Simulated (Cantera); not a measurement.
What does this Cantera script print?

```python
import numpy as np
import cantera as ct

gas_names = [...]  # 123 gases of nasa_gas.yaml made of C, H, O, Si
cond_names = """
    C(gr) C6H6(L) C7H8(L) C8H18(L),n-octa H2O(s) H2O(L) Si(cr) Si(L) SiC(b) SiO2(Lqz) SiO2(hqz) SiO2(L)
""".split()


# ... load() reads the species with a 1 bar reference pressure and builds the phases ...
atoms = {
    'HMDSO': {'Si': 2, 'C': 6, 'H': 18, 'O': 1},
    'O2': {'O': 2},
    'H2': {'H': 2},
}
top_T = {'C(gr)': 4500, 'SiC(b)': 3050}  # K; cautious upper limits of use, not melting points


# ... equilibrate(T, P, feed) seeds the gas with the atoms and calls Mixture.equilibrate('TP', solver="vcs", rtol=1e-11, max_steps=5000) ...
results = []
feed = {'HMDSO': 1, 'O2': 0.45, 'H2': 0.88}  # mol
T = 1800  # K
P = 230  # Pa
mix = equilibrate(T, P, feed)
results.append((T, P, feed, dict(zip(mix.species_names, mix.species_moles))))
x = sorted(zip(gas.X, gas.species_names), reverse=True)
print(f"T = {T:g} K  P = {P:g} Pa  gas = {mix.phase_moles(0):.4g} mol")
print("   x: " + "  ".join(f"{s} {v:.3e}" for v, s in x if v > 0.001))
print("   condensed (mol): " + ("  ".join(f"{mix.phase(i).name} {mix.phase_moles(i):.4g}"
      for i in range(1, mix.n_phases) if mix.phase_moles(i) > 1e-12) or "none"))
```

Output:

```
T = 1800 K  P = 230 Pa  gas = 11.82 mol
   x: H2 8.323e-01  CO 1.598e-01  H 6.811e-03
   condensed (mol): C(gr) 2.118  SiC(b) 1.989
```

Cantera equilibrium calculation (NASA polynomials, part measured and part estimated; ideal gas, pure solids and liquids). The feed counts by its element totals alone.
